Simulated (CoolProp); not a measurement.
Saturation properties of octamethyltrisiloxane (MDM) (Tc = 292.2 °C, pc = 1438 kPa, ω = 0.528).

Model: reference Helmholtz-energy equation of state, Thol 2017, in CoolProp.

```json
[
 {"T (°C)": "28.35", "p (kPa)": "0.6199", "vapour density (kg/m³)": "0.05858", "enthalpy of vaporisation (kJ/kg)": "203.0", "liquid cp (kJ/(kg K))": "1.791", "surface tension (mN/m)": "16.3"},
 {"T (°C)": "43.75", "p (kPa)": "1.554", "vapour density (kg/m³)": "0.1400", "enthalpy of vaporisation (kJ/kg)": "197.0", "liquid cp (kJ/(kg K))": "1.827", "surface tension (mN/m)": "14.9"},
 {"T (°C)": "59.15", "p (kPa)": "3.498", "vapour density (kg/m³)": "0.3012", "enthalpy of vaporisation (kJ/kg)": "191.0", "liquid cp (kJ/(kg K))": "1.865", "surface tension (mN/m)": "13.6"},
 {"T (°C)": "74.55", "p (kPa)": "7.179", "vapour density (kg/m³)": "0.5936", "enthalpy of vaporisation (kJ/kg)": "184.9", "liquid cp (kJ/(kg K))": "1.904", "surface tension (mN/m)": "12.3"},
 {"T (°C)": "89.95", "p (kPa)": "13.63", "vapour density (kg/m³)": "1.086", "enthalpy of vaporisation (kJ/kg)": "178.9", "liquid cp (kJ/(kg K))": "1.944", "surface tension (mN/m)": "11.0"},
 {"T (°C)": "105.35", "p (kPa)": "24.19", "vapour density (kg/m³)": "1.867", "enthalpy of vaporisation (kJ/kg)": "172.7", "liquid cp (kJ/(kg K))": "1.984", "surface tension (mN/m)": "9.79"},
 {"T (°C)": "120.75", "p (kPa)": "40.54", "vapour density (kg/m³)": "3.045", "enthalpy of vaporisation (kJ/kg)": "166.4", "liquid cp (kJ/(kg K))": "2.025", "surface tension (mN/m)": "8.63"},
 {"T (°C)": "136.15", "p (kPa)": "64.68", "vapour density (kg/m³)": "4.751", "enthalpy of vaporisation (kJ/kg)": "159.8", "liquid cp (kJ/(kg K))": "2.067", "surface tension (mN/m)": "7.51"},
 {"T (°C)": "151.55", "p (kPa)": "98.88", "vapour density (kg/m³)": "7.146", "enthalpy of vaporisation (kJ/kg)": "153.0", "liquid cp (kJ/(kg K))": "2.109", "surface tension (mN/m)": "6.44"},
 {"T (°C)": "167.05", "p (kPa)": "146.1", "vapour density (kg/m³)": "10.45", "enthalpy of vaporisation (kJ/kg)": "145.7", "liquid cp (kJ/(kg K))": "2.154", "surface tension (mN/m)": "5.42"},
 {"T (°C)": "182.45", "p (kPa)": "208.4", "vapour density (kg/m³)": "14.87", "enthalpy of vaporisation (kJ/kg)": "138.1", "liquid cp (kJ/(kg K))": "2.201", "surface tension (mN/m)": "4.46"},
 {"T (°C)": "197.85", "p (kPa)": "289.2", "vapour density (kg/m³)": "20.75", "enthalpy of vaporisation (kJ/kg)": "129.8", "liquid cp (kJ/(kg K))": "2.252", "surface tension (mN/m)": "3.56"},
 {"T (°C)": "213.25", "p (kPa)": "391.8", "vapour density (kg/m³)": "28.57", "enthalpy of vaporisation (kJ/kg)": "120.7", "liquid cp (kJ/(kg K))": "2.310", "surface tension (mN/m)": "2.73"},
 {"T (°C)": "228.65", "p (kPa)": "519.9", "vapour density (kg/m³)": "39.04", "enthalpy of vaporisation (kJ/kg)": "110.4", "liquid cp (kJ/(kg K))": "2.379", "surface tension (mN/m)": "1.98"}
]
```

It boils at 152.5 °C under 1 atm.

Surface tension comes from a separate correlation (Mulero 2014), older than this fluid's equation and unchecked against measurements.
